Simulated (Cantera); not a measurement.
Input (Python, Cantera) and output of one run.

```python
import numpy as np
import cantera as ct

gas_names = """
    B2O3 N2O B2O2 NO
""".split()
cond_names = """

""".split()


# ... load() reads the species with a 1 bar reference pressure and builds the phases ...
species = {s.name: s for s in load("nasa_gas.yaml", gas_names) + load("nasa_condensed.yaml", cond_names)}
# Each term lists the table entries of one substance; the one whose range holds T is used.
reactions = {
    'B2O3(g) + N2O(g) = B2O2(g) + 2 NO(g)':
        [(-1, ['B2O3']), (-1, ['N2O']), (1, ['B2O2']), (2, ['NO'])],
}


def pick(names, T):
    return next(species[n] for n in names if species[n].thermo.min_temp <= T <= species[n].thermo.max_temp)


results = []
for label, terms in reactions.items():
    print(label)
    print("     T/K   dH/kJ  dS/(J/K)   dG/kJ   log10 K")
    for T in [1848, 1948, 2048, 2148, 2248, 2348, 2448, 2548, 2648]:
        used = [(nu, pick(names, T)) for nu, names in terms]
        dH = sum(nu * s.thermo.h(T) for nu, s in used) / 1e6
        dS = sum(nu * s.thermo.s(T) for nu, s in used) / 1e3
        dG = dH - T * dS / 1e3
        logK = -dG * 1e6 / (ct.gas_constant * T * np.log(10))
        results.append((label, T, dH, dS, dG, logK, [s.name for _, s in used]))
        print(f"{T:8g} {dH:8.1f} {dS:8.1f} {dG:8.1f} {logK:8.2f}")
```

Output:

```
B2O3(g) + N2O(g) = B2O2(g) + 2 NO(g)
     T/K   dH/kJ  dS/(J/K)   dG/kJ   log10 K
    1848    475.1    157.9    183.3    -5.18
    1948    474.3    157.5    167.5    -4.49
    2048    473.5    157.1    151.8    -3.87
    2148    472.7    156.7    136.1    -3.31
    2248    471.9    156.3    120.5    -2.80
    2348    471.1    156.0    104.9    -2.33
    2448    470.3    155.7     89.3    -1.90
    2548    469.5    155.3     73.7    -1.51
    2648    468.7    155.0     58.2    -1.15
```

Cantera with NASA thermochemical tables; ideal gases at 1 bar, condensed phases pure. Condensed species are held in their standard states even where they would react or evaporate.
